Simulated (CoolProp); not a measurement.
The fluid at 293.15 K and 0.305 MPa is compressed adiabatically to 1.28 MPa with isentropic efficiency 0.7. The same conditions are run with several fluids, on thermodynamics alone (safety and materials aside).

Values from CoolProp's reference Helmholtz-energy equation of state of each fluid (carbonyl sulfide: Lemmon 2006; R125: Lemmon 2005; R507A: Lemmon 2003; R134a: Tillner-Roth 1994; oxygen: Schmidt 1985). Blends and air are pseudo-pure fits.

### Question
Rank carbonyl sulfide, R125, R507A, R134a, oxygen by work (kJ/kg), highest first.

### Answer
oxygen (192), carbonyl sulfide (91.7), R507A (49.7), R134a (47.0), R125 (40.8)

| fluid | final temperature (K) | final density (kg/m³) |
|---|---|---|
| carbonyl sulfide | 424.0 | 22.9 |
| R125 | 350.7 | 59.6 |
| R507A | 356.7 | 48.4 |
| R134a | 357.6 | 51.5 |
| oxygen | 497.5 | 9.88 |

Above 300 K oxygen's equation is extrapolated.
